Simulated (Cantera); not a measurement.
Charge: 1 mol PbO, 0.34 mol CO, 89 mol H2, equilibrated at 923.15 K and 17.0 Pa.

These are equilibrium values from Cantera (NASA tables, ideal gas, pure condensed phases), not measurements of a reactor. Candidate condensed phases: C, C6H6, C7H8, C8H18, H2O, Pb, PbO, PbO2, Pb3O4; 113 gas species. Equilibrium is a limit: real reactors are often held back by kinetics, nucleation or transport.

Base state: H2 0.974, Pb 0.0111, H2O 0.0110, CO 0.00368, CO2 8.47e-5 (mole fractions); condensed: gas only.

Problem. What changes in the equilibrium state with this change: temperature from 923.15 K to 725 K?

Solution. 
```tsv
species	before	after
H2	0.974	0.985
H2O	0.0110	0.0109
CO	0.00368	0.00350
Pb	0.0111	1.98e-5
CO2	8.47e-5	0.000292
Pb(l), mol	0	0.998
```
